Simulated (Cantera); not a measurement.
A closed system holds: 1 mol Si, 7.7 mol Br₂, 3.7 mol N₂, held at 1050 °C.

Method: chemical equilibrium by Gibbs-energy minimisation in Cantera with the NASA 1993 tables (ideal gas, pure condensed phases). Candidate condensed phases: Br₂, Si, Si₃N₄; 13 gas species. The tables' values for SiBr₃ are old estimates; treat these amounts as uncertain. Kinetics and transport are ignored.

At 0.0510 Torr, list the 4 most abundant gas species with their mole fractions, and the condensed phases.

Br 0.716, N₂ 0.221, SiBr₄ 0.0376, SiBr₂ 0.0180. Condensed: gas only.
